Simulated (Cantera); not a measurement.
A Cantera script and what it prints.

```python
import numpy as np
import cantera as ct

gas_names = [...]  # 123 gases of nasa_gas.yaml made of C, H, O, Si
cond_names = """
    C(gr) C6H6(L) C7H8(L) C8H18(L),n-octa H2O(s) H2O(L) Si(cr) Si(L) SiC(b) SiO2(Lqz) SiO2(hqz) SiO2(L)
""".split()


# ... load() reads the species with a 1 bar reference pressure and builds the phases ...
atoms = {
    'SiC': {'Si': 1, 'C': 1},
    'CO2': {'C': 1, 'O': 2},
    'H2': {'H': 2},
}
top_T = {'C(gr)': 4500, 'SiC(b)': 3050}  # K; cautious upper limits of use, not melting points


# ... equilibrate(T, P, feed) seeds the gas with the atoms and calls Mixture.equilibrate('TP', solver="vcs", rtol=1e-11, max_steps=5000) ...
results = []
feed = {'SiC': 1, 'CO2': 0.88, 'H2': 4.4}  # mol
P = 64  # Pa
for T in [1598, 1648, 1698, 1748, 1798, 1848, 1898, 1948, 1998, 2048, 2098]:
    mix = equilibrate(T, P, feed)
    results.append((T, P, feed, dict(zip(mix.species_names, mix.species_moles))))

top = {s: max(r[3][s] / sum(r[3][g] for g in gas_names) for r in results) for s in gas_names}
cols = sorted((s for s in top if top[s] > 0.0001), key=lambda s: -top[s])[:9]
seen = [c for c in cond_names if any(r[3].get(c, 0) > 1e-12 for r in results)]
print("log10 of partial pressures in bar; condensed amounts in mol")
print(f"{'T/K':>10s}" + "".join(f"{s[:9]:>10s}" for s in cols + seen))
for T, P, feed, n in results:
    ng = sum(n[g] for g in gas_names)
    print(f"{T:10.4g}" + "".join(f"{np.log10(max(n[s] / ng * P / 1e5, 1e-99)):10.3f}" for s in cols)
          + "".join(f"{n.get(c, 0):10.4g}" for c in seen))
```

Result:

```
log10 of partial pressures in bar; condensed amounts in mol
       T/K        H2        CO         H       SiO        Si      Si2C       SiH      SiC2       Si2    SiC(b)
      1598    -3.341    -3.863    -5.944    -4.340    -7.979   -10.483    -9.308   -12.459   -11.537    0.5599
      1648    -3.342    -3.863    -5.721    -4.341    -7.505    -9.865    -8.911   -11.750   -10.898    0.5598
      1698    -3.343    -3.864    -5.511    -4.341    -7.059    -9.284    -8.538   -11.083   -10.297    0.5596
      1748    -3.344    -3.864    -5.313    -4.343    -6.640    -8.738    -8.188   -10.456    -9.732    0.5588
      1798    -3.346    -3.865    -5.127    -4.346    -6.245    -8.223    -7.858    -9.863    -9.200    0.5571
      1848    -3.350    -3.865    -4.951    -4.351    -5.872    -7.739    -7.549    -9.301    -8.700     0.553
      1898    -3.356    -3.866    -4.785    -4.363    -5.523    -7.284    -7.261    -8.767    -8.233    0.5441
      1948    -3.364    -3.865    -4.629    -4.386    -5.199    -6.859    -6.995    -8.254    -7.804    0.5258
      1998    -3.377    -3.862    -4.483    -4.431    -4.903    -6.469    -6.758    -7.755    -7.422    0.4901
      2048    -3.396    -3.857    -4.348    -4.515    -4.645    -6.121    -6.559    -7.258    -7.103    0.4273
      2098    -3.423    -3.849    -4.223    -4.667    -4.436    -5.827    -6.411    -6.749    -6.875    0.3313
```

Method: chemical equilibrium by Gibbs-energy minimisation in Cantera with the NASA 1993 tables (ideal gas, pure condensed phases). Gases not in the tables: Si2H6 and higher silanes.
